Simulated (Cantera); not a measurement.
Cantera run, input and output.

```python
import numpy as np
import cantera as ct

gas = ct.Solution("gri30.yaml")
gas.TPX = 425, 500000, {'CH4': 1, 'CO': 0.34, 'O2': 2.55, 'N2': 11.7, 'CO2': 0.94}
flame = ct.FreeFlame(gas, width=0.013)
flame.set_refine_criteria(ratio=3, slope=0.08, curve=0.16)
flame.transport_model = "mixture-averaged"
flame.solve(loglevel=0, auto=True)
z, T = flame.grid, flame.T
thick = (T[-1] - T[0]) / np.gradient(T, z).max()
show = ['CH4', 'CO', 'O2', 'CH2O', 'C2H4', 'HCO']
print(f"laminar burning velocity  {flame.velocity[0] * 100:.3f} cm/s")
print(f"burnt temperature         {T[-1]:.1f} K")
print(f"thermal thickness         {thick * 1e3:.4f} mm")
print(f"grid points               {len(z)}")
z0 = z[flame.heat_release_rate.argmax()]
print(f"{'z/mm':>9s}{'T/K':>9s}{'u/(m/s)':>9s}" + "".join(f"{s:>11s}" for s in show))
rows = []
for k in (-3, -2, -1.5, -1, -0.5, -0.25, 0, 0.25, 0.5, 1, 2, 4, 8):
    zz = z0 + k * thick
    rows.append([k * thick, np.interp(zz, z, T), np.interp(zz, z, flame.velocity),
                 *(np.interp(zz, z, flame.X[gas.species_index(s)]) for s in show)])
    print(f"{rows[-1][0] * 1e3:9.3f}{rows[-1][1]:9.1f}{rows[-1][2]:9.3f}" + "".join(f"{x:11.3e}" for x in rows[-1][3:]))
```

Output:

```
laminar burning velocity  11.718 cm/s
burnt temperature         1885.8 K
thermal thickness         0.2908 mm
grid points               135
     z/mm      T/K  u/(m/s)        CH4         CO         O2       CH2O       C2H4        HCO
   -0.872    426.4    0.118  6.038e-02  2.056e-02  1.541e-01  3.888e-07  9.704e-08  1.220e-19
   -0.582    435.4    0.120  5.982e-02  2.057e-02  1.534e-01  4.349e-06  1.071e-06  1.026e-16
   -0.436    463.0    0.128  5.828e-02  2.064e-02  1.514e-01  2.187e-05  5.347e-06  8.170e-15
   -0.291    584.6    0.162  5.205e-02  2.103e-02  1.419e-01  1.361e-04  3.340e-05  3.295e-12
   -0.145    973.1    0.271  3.284e-02  2.265e-02  1.083e-01  6.282e-04  1.711e-04  7.953e-09
   -0.073   1300.8    0.362  1.658e-02  2.409e-02  7.720e-02  7.627e-04  2.982e-04  4.285e-07
    0.000   1634.0    0.452  2.074e-03  2.203e-02  4.349e-02  2.067e-04  1.004e-04  3.410e-06
    0.073   1769.4    0.487  1.730e-05  1.132e-02  3.018e-02  3.294e-06  2.824e-07  1.359e-07
    0.145   1820.4    0.499  1.062e-07  5.987e-03  2.686e-02  2.347e-08  4.520e-10  3.407e-09
    0.291   1858.8    0.508  2.631e-11  2.519e-03  2.478e-02  8.462e-12  1.812e-14  3.305e-10
    0.582   1878.1    0.513  5.509e-15  8.547e-04  2.386e-02  2.498e-13  5.160e-20  2.358e-11
    1.163   1884.6    0.515  1.370e-15  3.020e-04  2.360e-02  3.680e-14  4.505e-24  2.282e-12
    2.326   1885.8    0.515  4.705e-16  2.013e-04  2.356e-02  1.805e-14 -7.866e-26  1.004e-12
```

Cantera simulation using GRI-Mech 3.0 (53 species, 325 reactions); the numbers are that mechanism's predictions, not measurements. Burning velocities carry a grid error of a few per cent, more on coarse grids.
